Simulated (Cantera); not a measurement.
A closed system holds: 1 mol Ti, 18 mol H2, at 1.80 Torr.

These are equilibrium values from Cantera (NASA tables, ideal gas, pure condensed phases), not measurements of a reactor. Candidate condensed phases: Ti; 3 gas species. Equilibrium is a limit: real reactors are often held back by kinetics, nucleation or transport.

**Question.** At 2073 K, list the 3 most abundant gas species with their mole fractions, and the condensed phases.

**Answer.** H2 0.938, H 0.0520, Ti 0.0104. Condensed: Ti(l).
